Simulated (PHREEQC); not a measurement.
0.71 g of hydrous ferric oxide (600 m²/g; 0.2 weak and 0.005 strong sites per Fe, Dzombak-Morel constants, diffuse double layer) in 1 kg of water with 0.3 mol/kgw of an inert sodium salt and 6.8e-05 mol/kgw Na2SO4, at 25 °C; the pH is set by adding NaOH or the inert anion's acid. O2 is buffered at 0.21 atm. The system is closed to CO2. Nothing may precipitate in this run.

The series has 17 steps of pH, from 3 to 9.

The numbers come from PHREEQC with the ion-association model, wateq4f.dat.

Problem. Near which pH is half of the S sorbed, and on which side is more sorbed?

Solution. Near pH 5.8, with more sorbed at lower pH.

The oxide is taken as insoluble; below pH 4 it would dissolve.
